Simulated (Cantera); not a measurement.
A Cantera script and its output.

```python
import numpy as np
import cantera as ct

gas = ct.Solution("gri30.yaml")
gas.TPX = 1300, 110000, {'C2H6': 1, 'N2': 1.2}
reactor = ct.IdealGasConstPressureReactor(gas, energy="off", clone=False)
net = ct.ReactorNet([reactor])
net.rtol, net.atol = 1e-08, 1e-18
show = ['C2H6', 'H', 'C2H4', 'CH2', 'HCN', 'H2']
times = np.geomspace(3e-05, 5, 14)

steps = ct.SolutionArray(gas, extra=["t"])
rows = []
print(f"{'t/s':>10s}{'T/K':>9s}{'P/Pa':>11s}" + "".join(f"{s:>11s}" for s in show))
for t in times:
    while net.time < t:
        t_next = net.step()
        steps.append(gas.state, t=t_next)
    rows.append([np.interp(t, steps.t, y) for y in (steps.T, steps.P, *steps(*show).X.T)])
    print(f"{t:10.3e}{rows[-1][0]:9.1f}{rows[-1][1]:11.4g}" + "".join(f"{x:11.3e}" for x in rows[-1][2:]))
rate = np.gradient(steps.T, steps.t)
print("integrator steps:", len(steps.t))
if steps.T.max() > steps.T[0] + 200:
    print(f"time of steepest temperature rise: {steps.t[rate.argmax()]:.4e} s")
gas.TPX = 1300, 110000, {'C2H6': 1, 'N2': 1.2}
gas.equilibrate("TP")
print(f"equilibrium (TP): T = {gas.T:.1f} K  " + "  ".join(f"{s} {gas[s].X[0]:.3e}" for s in show))
```

It prints:

```
       t/s      T/K       P/Pa       C2H6          H       C2H4        CH2        HCN         H2
 3.000e-05   1300.0    1.1e+05  4.524e-01  3.171e-06  1.045e-03  2.083e-09  1.464e-12  1.020e-03
 7.565e-05   1300.0    1.1e+05  4.438e-01  5.761e-06  6.352e-03  4.875e-09  8.823e-12  6.083e-03
 1.908e-04   1300.0    1.1e+05  4.169e-01  6.555e-06  2.321e-02  5.780e-09  1.938e-11  2.206e-02
 4.810e-04   1300.0    1.1e+05  3.555e-01  7.025e-06  6.141e-02  5.259e-09  2.758e-11  5.869e-02
 1.213e-03   1300.0    1.1e+05  2.399e-01  7.979e-06  1.318e-01  4.178e-09  3.332e-11  1.276e-01
 3.059e-03   1300.0    1.1e+05  9.430e-02  9.139e-06  2.145e-01  2.402e-09  3.657e-11  2.144e-01
 7.713e-03   1300.0    1.1e+05  1.655e-02  6.912e-06  2.409e-01  6.599e-10  3.825e-11  2.661e-01
 1.945e-02   1300.0    1.1e+05  4.058e-03  3.987e-06  2.196e-01  1.835e-10  3.887e-11  2.846e-01
 4.904e-02   1300.0    1.1e+05  2.836e-03  3.473e-06  1.832e-01  1.327e-10  3.956e-11  2.994e-01
 1.237e-01   1300.0    1.1e+05  2.266e-03  3.119e-06  1.418e-01  1.103e-10  4.138e-11  3.111e-01
 3.118e-01   1300.0    1.1e+05  1.834e-03  2.541e-06  1.174e-01  9.027e-11  4.568e-11  3.056e-01
 7.863e-01   1300.0    1.1e+05  1.539e-03  1.888e-06  1.061e-01  7.292e-11  5.360e-11  2.827e-01
 1.983e+00   1300.0    1.1e+05  1.232e-03  1.295e-06  9.451e-02  5.437e-11  6.544e-11  2.520e-01
 5.000e+00   1300.0    1.1e+05  9.431e-04  8.582e-07  8.214e-02  3.850e-11  8.127e-11  2.192e-01
integrator steps: 1434
equilibrium (TP): T = 1300.0 K  C2H6 5.210e-04  H 4.502e-07  C2H4 5.238e-02  CH2 1.974e-11  HCN 7.190e-02  H2 1.798e-01
```

Cantera simulation using GRI-Mech 3.0 (53 species, 325 reactions); the numbers are that mechanism's predictions, not measurements. GRI-Mech 3.0 stops at C3 and has no aromatics, soot or wall deposition, so with more carbon than oxygen in the feed, carbon stays in small species such as C2H2 where larger ones or solid carbon would form.
